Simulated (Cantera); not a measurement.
A perfectly stirred reactor is fed with H₂ : O₂ : N₂ = 0.85 : 1 : 3.3 (molar parts), at 0.987 atm; it is held at 1025 K, and followed from long to short residence time.

Detailed kinetics in Cantera: the H2/O2 subset of GRI-Mech 3.0, which has no nitrogen chemistry. The temperature is held fixed by assumption; the heat of reaction is taken as removed at once.

Question: What does this change do: pressure from 0.987 atm to 0.148 atm?

Answer: 
```tsv
quantity	before	after
x(H₂) at τ = 0.450 s	0.0111	0.00112
x(O₂) at τ = 0.450 s	0.126	0.122
x(H₂O) at τ = 0.450 s	0.168	0.179
x(H₂O₂) at τ = 0.450 s	0.000150	1.31e-6
x(H) at τ = 0.450 s	9.97e-7	3.67e-5
x(H₂) at τ = 25.0 ms	0.0472	0.00573
x(O₂) at τ = 25.0 ms	0.142	0.124
x(H₂O) at τ = 25.0 ms	0.128	0.173
x(H₂O₂) at τ = 25.0 ms	0.000327	1.88e-6
x(H) at τ = 25.0 ms	1.18e-5	0.000635
```

Question: What does this change do: pressure from 0.987 atm to 0.582 atm?

Answer: 
| quantity | before | after |
|---|---|---|
| x(H₂) at τ = 0.450 s | 0.0111 | 0.00565 |
| x(O₂) at τ = 0.450 s | 0.126 | 0.124 |
| x(H₂O) at τ = 0.450 s | 0.168 | 0.174 |
| x(H₂O₂) at τ = 0.450 s | 0.000150 | 6.01e-5 |
| x(H) at τ = 0.450 s | 9.97e-7 | 2.48e-6 |
| x(H₂) at τ = 25.0 ms | 0.0472 | 0.0123 |
| x(O₂) at τ = 25.0 ms | 0.142 | 0.127 |
| x(H₂O) at τ = 25.0 ms | 0.128 | 0.166 |
| x(H₂O₂) at τ = 25.0 ms | 0.000327 | 2.79e-5 |
| x(H) at τ = 25.0 ms | 1.18e-5 | 4.03e-5 |

Question: What does this change do: temperature 1025 to 1198 K?

Answer: 
| quantity | before | after |
|---|---|---|
| x(H₂) at τ = 0.450 s | 0.0111 | 0.000236 |
| x(O₂) at τ = 0.450 s | 0.126 | 0.122 |
| x(H₂O) at τ = 0.450 s | 0.168 | 0.180 |
| x(H₂O₂) at τ = 0.450 s | 0.000150 | 6.15e-7 |
| x(H) at τ = 0.450 s | 9.97e-7 | 1.31e-6 |
| x(H₂) at τ = 25.0 ms | 0.0472 | 0.00151 |
| x(O₂) at τ = 25.0 ms | 0.142 | 0.122 |
| x(H₂O) at τ = 25.0 ms | 0.128 | 0.178 |
| x(H₂O₂) at τ = 25.0 ms | 0.000327 | 3.17e-6 |
| x(H) at τ = 25.0 ms | 1.18e-5 | 2.33e-5 |
